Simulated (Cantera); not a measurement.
Carbothermic reduction: Cu2O + CO

Charge: 1 mol Cu2O, a varied amount of CO, held at 1525 °C and 0.260 bar.

Cantera equilibrium calculation (NASA polynomials, part measured and part estimated; ideal gas, pure solids and liquids). Candidate condensed phases: C, Cu, CuO, Cu2O; 15 gas species. Rates play no part.

From 1.2 mol CO to 7.5 mol CO the condensed part is Cu(l). The main Cu-bearing gas is Cu throughout.

```tsv
n(CO) (mol)	log p CO	log p CO2	log p Cu	log p O2	log p Cu2	log p O	n Cu(l)
1.2	-1.36	-0.67	-3.28	-5.99	-6.00	-6.92	2.00
1.4	-1.13	-0.73	-3.28	-6.59	-6.00	-7.22	2.00
1.6	-1.01	-0.79	-3.28	-6.95	-6.00	-7.40	2.00
1.9	-0.91	-0.86	-3.28	-7.30	-6.00	-7.57	2.00
2.3	-0.83	-0.95	-3.28	-7.62	-6.00	-7.73	2.00
2.7	-0.79	-1.02	-3.28	-7.85	-6.00	-7.85	1.99
3.2	-0.75	-1.09	-3.28	-8.07	-6.00	-7.96	1.99
3.8	-0.72	-1.17	-3.28	-8.28	-6.00	-8.06	1.99
4.5	-0.70	-1.24	-3.28	-8.48	-6.00	-8.16	1.99
5.3	-0.68	-1.31	-3.28	-8.66	-6.00	-8.25	1.99
6.3	-0.66	-1.39	-3.28	-8.84	-6.00	-8.34	1.99
7.5	-0.65	-1.46	-3.28	-9.02	-6.00	-8.43	1.98
```
log p: log10 of the partial pressure in bar; n: condensed amount in mol.
